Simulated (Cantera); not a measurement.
A freely propagating, adiabatic, planar premixed flame of 5.55 % C3H8, 19.8 % O2, 74.3 % N2, 0.305 % CO2, equivalence ratio 1.4, unburnt at 625 K and 5.00 bar; mixture-averaged transport, grid criteria slope 0.08 and curve 0.16, no radiation.

Model: GRI-Mech 3.0 (53 species, 325 reactions), integrated in Cantera. GRI-Mech 3.0 was tuned for natural gas; its chemistry of propane as a main component is partial and can be far from experiment. Burning velocities carry a grid error of a few per cent, more on coarse grids.

x: mole fraction of selected species; z is measured from the peak of heat release.

```
z (mm)   T (K)  u (m/s)    x C3H8      x O2     x CH4    x CO2      x OH    x CH2O
-------  -----  -------  --------  --------  --------  -------  --------  --------
-0.262     625    0.763    0.0553     0.197   5.36e-6  0.00304     <1e-8   6.95e-7
-0.175     630    0.772    0.0550     0.196   4.81e-5  0.00304     <1e-8   9.49e-6
-0.131     645    0.796    0.0546     0.193  0.000182  0.00309     <1e-8   4.91e-5
-0.0875    ___    0.921    0.0528     0.182       ___      ___       ___       ___
-0.0437   1138     1.49    0.0359     0.134   0.00393  0.00842   7.29e-6   0.00170
-0.0219   1520     2.06    0.0119    0.0874   0.00624   0.0154  0.000127   0.00198
0         1886     2.62  0.000293    0.0409   0.00459   0.0258  0.000846  0.000656
0.0219    2085     2.91   2.75e-7    0.0154   0.00146   0.0357   0.00182  0.000160
0.0437    2164     3.02     <1e-8       ___       ___      ___   0.00230       ___
0.0875    2209     3.07     <1e-8  0.000907   4.07e-5   0.0503   0.00229   5.78e-6
0.175     2232     3.10     <1e-8  0.000169   1.85e-6   0.0537   0.00181   2.30e-7
0.350     2250     3.12     <1e-8   6.89e-5   5.88e-8   0.0541   0.00125   1.39e-8
0.700     2263     3.14     <1e-8   2.68e-5     <1e-8   0.0540  0.000794     <1e-8
```

Q: Fill in the missing entries.

A: 
- -0.0875, T (K): 735
- -0.0875, x CH4: 0.000884
- -0.0875, x CO2: 0.00366
- -0.0875, x OH: 1.90e-7
- -0.0875, x CH2O: 0.000351
- 0.0437, x O2: 0.00553
- 0.0437, x CH4: 0.000392
- 0.0437, x CO2: 0.0430
- 0.0437, x CH2O: 5.16e-5
